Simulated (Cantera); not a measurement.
Charge: 1 mol Cu, 0.52 mol F₂, 0.65 mol H₂, held at 290 Pa.

Equilibrium computed with Cantera from the NASA thermochemical tables; the gas is ideal and each condensed phase is pure. Candidate condensed phases: Cu, CuF₂; 15 gas species. Rates play no part. All values below are at 823 K.

Base state: HF 0.889, H₂ 0.111 (mole fractions); condensed: Cu(s).

Task: What changes in the equilibrium state with this change: F₂ from 0.52 to 1.9 mol?

Result: 
| species | before | after |
|---|---|---|
| HF | 0.889 | 0.807 |
| F₂ | <1e-9 | 0.118 |
| F | <1e-9 | 0.0748 |
| H₂ | 0.111 | <1e-9 |
| Cu(s), mol | 1.00 | 0 |
| CuF₂(s), mol | 0 | 1.000 |
